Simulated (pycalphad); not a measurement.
CALPHAD calculation (pycalphad, COST 507 light-alloy database (1999)), 1 atm. The data set is of 1999 and partly superseded. Amounts are mole fractions of atoms.

**Question.** Give the equilibrium state of Al-21.93C (at.%) at 1425 K.

**Answer.** 
```
T = 1425.00 K, P = 101325 Pa, N = 1 mol of atoms
G = -74702 J/mol, H = 19312 J/mol, S = 65.97 J/(mol K)  (SER reference)
chemical potentials (J/mol): Al -76497, C -68312
phase             fraction      x(Al)       x(C)
AL4C3               0.5117     0.5714     0.4286
LIQUID              0.4883     1.0000   4.24e-05
```

**Question.** Give the equilibrium state of Al-21.93C (at.%) at 900 K.

**Answer.** 
```
T = 900.00 K, P = 101325 Pa, N = 1 mol of atoms
G = -43452 J/mol, H = -957 J/mol, S = 47.22 J/(mol K)  (SER reference)
chemical potentials (J/mol): Al -35861, C -70473
phase             fraction      x(Al)       x(C)
AL4C3               0.5117     0.5714     0.4286
FCC_A1              0.4883     1.0000    9.7e-13
```

Database names, with the compositions (at.%) that they take in these runs: AL4C3: Al 57 C 43. FCC_A1 is fcc.
